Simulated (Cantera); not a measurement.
Cantera run:

```python
import numpy as np
import cantera as ct

gas_names = """
    CL CL2 H HCL H2 Si SiCL SiCL2 SiCL3 SiCL4 SiH SiHCL3 SiH2 SiH2CL2 SiH3 SiH3CL SiH4 Si2 Si3
""".split()
cond_names = """
    Si(cr) Si(L)
""".split()


# ... load() reads the species with a 1 bar reference pressure and builds the phases ...
atoms = {
    'SiCl4': {'Si': 1, 'CL': 4},
    'Cl2': {'CL': 2},
    'H2': {'H': 2},
}
top_T = {}  # K; cautious upper limits of use, not melting points


# ... equilibrate(T, P, feed) seeds the gas with the atoms and calls Mixture.equilibrate('TP', solver="vcs", rtol=1e-11, max_steps=5000) ...
results = []
T = 673  # K
P = 2900000  # Pa
for m in [1.4, 1.6, 1.9, 2.3, 2.8, 3.3, 3.9, 4.7, 5.6, 6.7]:
    feed = {'SiCl4': 1, 'Cl2': 2.2, 'H2': m}  # mol
    mix = equilibrate(T, P, feed)
    results.append((T, P, feed, dict(zip(mix.species_names, mix.species_moles))))
    x = sorted(zip(gas.X, gas.species_names), reverse=True)
    print(f"T = {T:g} K  P = {P:g} Pa  n(H2) = {m:g} mol  gas = {mix.phase_moles(0):.4g} mol")
    print("   x: " + "  ".join(f"{s} {v:.3e}" for v, s in x if v > 1e-05))
    print("   condensed (mol): " + ("  ".join(f"{mix.phase(i).name} {mix.phase_moles(i):.4g}"
          for i in range(1, mix.n_phases) if mix.phase_moles(i) > 1e-12) or "none"))
```

It prints:

```
T = 673 K  P = 2.9e+06 Pa  n(H2) = 1.4 mol  gas = 4.6 mol
   x: HCL 6.087e-01  SiCL4 2.174e-01  CL2 1.739e-01
   condensed (mol): none
T = 673 K  P = 2.9e+06 Pa  n(H2) = 1.6 mol  gas = 4.8 mol
   x: HCL 6.667e-01  SiCL4 2.083e-01  CL2 1.250e-01
   condensed (mol): none
T = 673 K  P = 2.9e+06 Pa  n(H2) = 1.9 mol  gas = 5.1 mol
   x: HCL 7.451e-01  SiCL4 1.961e-01  CL2 5.882e-02
   condensed (mol): none
T = 673 K  P = 2.9e+06 Pa  n(H2) = 2.3 mol  gas = 5.5 mol
   x: HCL 8.000e-01  SiCL4 1.818e-01  H2 1.818e-02
   condensed (mol): none
T = 673 K  P = 2.9e+06 Pa  n(H2) = 2.8 mol  gas = 6 mol
   x: HCL 7.333e-01  SiCL4 1.667e-01  H2 1.000e-01
   condensed (mol): none
T = 673 K  P = 2.9e+06 Pa  n(H2) = 3.3 mol  gas = 6.5 mol
   x: HCL 6.769e-01  H2 1.692e-01  SiCL4 1.538e-01
   condensed (mol): none
T = 673 K  P = 2.9e+06 Pa  n(H2) = 3.9 mol  gas = 7.1 mol
   x: HCL 6.197e-01  H2 2.394e-01  SiCL4 1.408e-01
   condensed (mol): none
T = 673 K  P = 2.9e+06 Pa  n(H2) = 4.7 mol  gas = 7.9 mol
   x: HCL 5.570e-01  H2 3.164e-01  SiCL4 1.266e-01
   condensed (mol): none
T = 673 K  P = 2.9e+06 Pa  n(H2) = 5.6 mol  gas = 8.8 mol
   x: HCL 5.000e-01  H2 3.864e-01  SiCL4 1.136e-01  SiHCL3 1.110e-05
   condensed (mol): none
T = 673 K  P = 2.9e+06 Pa  n(H2) = 6.7 mol  gas = 9.9 mol
   x: H2 4.545e-01  HCL 4.445e-01  SiCL4 1.010e-01  SiHCL3 1.306e-05
   condensed (mol): none
```

Method: chemical equilibrium by Gibbs-energy minimisation in Cantera with the NASA 1993 tables (ideal gas, pure condensed phases).
